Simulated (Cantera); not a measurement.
Charge: 1 mol toluene, 2.2 mol NH₃, 19 mol N₂, at 1600000 Pa.

Method: chemical equilibrium by Gibbs-energy minimisation in Cantera with the NASA 1993 tables (ideal gas, pure condensed phases). Candidate condensed phases: C, C₆H₆, C₇H₈, C₈H₁₈; 92 gas species. The numbers say what is thermodynamically allowed, not how fast it happens. All values below are at 2848 K.

Base state: N₂ 0.695, H₂ 0.216, HCN 0.0588, H 0.0112, HNC 0.00977, C₂H₂ (acetylene) 0.00844, C₂N₂ 0.000337, CN 0.000271 (mole fractions); condensed: C(graphite).

Q: What changes in the equilibrium state with this change: toluene replaced by C₃H₆?

A: 
```tsv
species	before	after
N₂	0.695	0.724
H₂	0.216	0.191
HCN	0.0588	0.0564
H	0.0112	0.0106
CH₄	6.91e-5	5.41e-5
CH₃	5.92e-5	4.93e-5
NH₃	1.02e-5	8.66e-6
C₂H₂ (acetylene)	0.00844	0.00747
C₄H₂	0.000137	0.000122
C(graphite), mol	4.59	0.808
```
